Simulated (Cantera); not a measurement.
Input: 1 mol Mg(OH)₂, 0.052 mol C, 0.26 mol H₂O, at 1598 K and 100000 Pa.

These are equilibrium values from Cantera (NASA tables, ideal gas, pure condensed phases), not measurements of a reactor. Candidate condensed phases: C, C₆H₆, C₇H₈, C₈H₁₈, H₂O, Mg, MgCO₃, MgO, Mg(OH)₂; 116 gas species. Kinetics and transport are ignored.

Base state: H₂O 0.889, H₂ 0.0716, CO₂ 0.0319, CO 0.00770, H 1.42e-5 (mole fractions); condensed: MgO(s).

Problem. What changes in the equilibrium state with this change: temperature from 1598 K to 1373.15 K?

Solution. 
| species | before | after |
|---|---|---|
| H₂O | 0.889 | 0.887 |
| H₂ | 0.0716 | 0.0735 |
| CO₂ | 0.0319 | 0.0339 |
| CO | 0.00770 | 0.00578 |
| H | 1.42e-5 | 9.05e-7 |
| MgO(s), mol | 1.000 | 1.00 |
